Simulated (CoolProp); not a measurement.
Vapour-liquid equilibrium of carbon dioxide (1) + sulfur dioxide (2) at 227.6 K; x and y are mole fractions of (1).

Computed with CoolProp (multi-fluid Helmholtz-energy mixture model, Span 1996 and Gao 2016; pair parameters Bell 2016).

| x | bubble pressure, mixture model (kPa) | bubble pressure, Raoult's law (kPa) | y, mixture model | y, Raoult's law |
|---|---|---|---|---|
| 0.05 | [?] | 55.33 | [?] | 0.736 |
| 0.125 | 147.8 | 115.2 | 0.905 | 0.883 |
| 0.2 | [?] | 175.2 | 0.941 | 0.930 |
| 0.275 | [?] | 235.1 | [?] | 0.953 |
| 0.35 | 357.4 | 295.0 | 0.968 | 0.966 |
| 0.425 | [?] | 354.9 | 0.974 | 0.975 |
| 0.5 | [?] | 414.8 | 0.979 | 0.981 |
| 0.575 | 521.6 | 474.8 | 0.983 | 0.986 |
| 0.65 | 569.5 | 534.7 | 0.986 | 0.990 |
| 0.725 | 616.6 | 594.6 | [?] | 0.993 |
| 0.8 | 664.6 | 654.5 | 0.992 | 0.995 |
| 0.875 | 715.6 | 714.4 | 0.995 | 0.997 |
| 0.95 | 772.2 | 774.4 | 0.998 | 0.999 |

Task: Complete the blanks.

Result: 
- 0.05, bubble pressure, mixture model (kPa): 69.09
- 0.05, y, mixture model: 0.785
- 0.2, bubble pressure, mixture model (kPa): 222.7
- 0.275, bubble pressure, mixture model (kPa): 292.8
- 0.275, y, mixture model: 0.958
- 0.425, bubble pressure, mixture model (kPa): 416.7
- 0.5, bubble pressure, mixture model (kPa): 471.1
- 0.725, y, mixture model: 0.989

The largest gap from Raoult's law is +28.3 % in bubble pressure, at x = 0.125. No azeotrope shows between x = 0.05 and 0.95.

Pair parameters are fitted to limited data, so mixtures are less certain than the pure fluids.
